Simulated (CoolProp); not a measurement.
Vapour-liquid equilibrium of R245fa (1) + isopentane (2) at 345.5 K; x and y are mole fractions of (1).

The numbers come from the multi-fluid Helmholtz-energy mixture model, Akasaka 2015 and Lemmon 2006; pair parameters Bell 2016 in CoolProp.

```json
[
 {"x": "0.05", "bubble pressure (MPa)": "0.4505", "y at the bubble point": "0.182", "dew pressure at overall composition x (MPa)": "0.3961", "liquid density (mol/L)": "7.813"},
 {"x": "0.2", "bubble pressure (MPa)": "0.6092", "y at the bubble point": "0.450", "dew pressure at overall composition x (MPa)": "0.4591", "liquid density (mol/L)": "7.842"},
 {"x": "0.35", "bubble pressure (MPa)": "0.6984", "y at the bubble point": "0.567", "dew pressure at overall composition x (MPa)": "0.5414", "liquid density (mol/L)": "7.891"},
 {"x": "0.5", "bubble pressure (MPa)": "0.7427", "y at the bubble point": "0.635", "dew pressure at overall composition x (MPa)": "0.6469", "liquid density (mol/L)": "7.985"},
 {"x": "0.65", "bubble pressure (MPa)": "0.7611", "y at the bubble point": "0.687", "dew pressure at overall composition x (MPa)": "0.7500", "liquid density (mol/L)": "8.150"},
 {"x": "0.8", "bubble pressure (MPa)": "0.7574", "y at the bubble point": "0.753", "dew pressure at overall composition x (MPa)": "0.7425", "liquid density (mol/L)": "8.410"},
 {"x": "0.95", "bubble pressure (MPa)": "0.6992", "y at the bubble point": "0.897", "dew pressure at overall composition x (MPa)": "0.6730", "liquid density (mol/L)": "8.781"}
]
```

y crosses x between x = 0.65 and 0.8: the model has an azeotrope there.

Pair parameters are fitted to limited data, so mixtures are less certain than the pure fluids.
